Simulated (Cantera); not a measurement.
**Adiabatic ignition**

An adiabatic, constant-pressure homogeneous reactor starts with 29.4 % H₂, 14.8 % O₂, 55.8 % N₂, equivalence ratio 0.99, at 950 K and 210 Torr.

Cantera simulation using the H2/O2 subset of GRI-Mech 3.0, which has no nitrogen chemistry; the numbers are that mechanism's predictions, not measurements.

```
t (s)     T (K)    x H₂    x O₂     x HO₂      x OH       x H    x H₂O₂
--------  -----  ------  ------  --------  --------  --------  --------
2.00e-6     950   0.294   0.148  4.25e-12    <1e-12  4.13e-12    <1e-12
6.19e-6     950   0.294   0.148  1.34e-11    <1e-12  1.27e-11    <1e-12
1.92e-5     950   0.294   0.148  4.45e-11    <1e-12  4.22e-11    <1e-12
5.93e-5     950   0.294   0.148  1.76e-10  5.13e-12  1.94e-10    <1e-12
0.000184    950   0.294   0.148   1.86e-9  7.84e-11   2.87e-9  3.21e-12
0.000568    950   0.294   0.148   2.29e-6   1.17e-7   4.14e-6   4.64e-9
0.00176    2331  0.0482  0.0217   2.41e-6    0.0249    0.0286   9.71e-8
0.00545    2583  0.0374  0.0155   3.02e-6    0.0223    0.0133   1.52e-7
0.0169     2585  0.0373  0.0155   3.03e-6    0.0223    0.0133   1.53e-7
0.0522     2585  0.0373  0.0155   3.03e-6    0.0223    0.0133   1.53e-7
0.162      2585  0.0373  0.0155   3.03e-6    0.0223    0.0133   1.53e-7
0.500      2585  0.0373  0.0155   3.03e-6    0.0223    0.0133   1.53e-7
```
x: mole fraction; the columns are a selection and need not sum to one.

* **time of steepest temperature rise**: 0.974 ms
* **temperature at 0.500 s**: 2585 K
* **equilibrium temperature**: 2585 K
* **x(H₂) at 0.500 s**: 0.0373 (gas-phase equilibrium 0.0373)
* **x(O₂) at 0.500 s**: 0.0155 (gas-phase equilibrium 0.0155)
* **x(HO₂) at 0.500 s**: 3.03e-6 (gas-phase equilibrium 3.03e-6)
